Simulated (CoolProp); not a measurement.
Properties of ethanol along the isobar 4.04 MPa (Tc = 514.7 K, pc = 6.268 MPa, ω = 0.644).

Computed with CoolProp (reference Helmholtz-energy equation of state, Schroeder 2014).

| T (K) | phase | Z | isothermal compressibility (1/MPa) | expansivity (1/kK) |
|---|---|---|---|---|
| 418 | liquid | 0.08055 | 0.003408 | 2.151 |
| 443.3 | liquid | 0.08084 | 0.005291 | 2.828 |
| 468.5 | liquid | 0.08327 | 0.009857 | 4.098 |
| 493.8 | gas | 0.6610 | 0.4767 | 11.68 |
| 519 | gas | 0.7694 | 0.3476 | 5.860 |
| 544.3 | gas | 0.8298 | 0.3089 | 4.115 |
| 569.5 | gas | 0.8693 | 0.2899 | 3.249 |
| 594.8 | gas | 0.8972 | 0.2786 | 2.725 |
| 620 | gas | 0.9177 | 0.2712 | 2.375 |
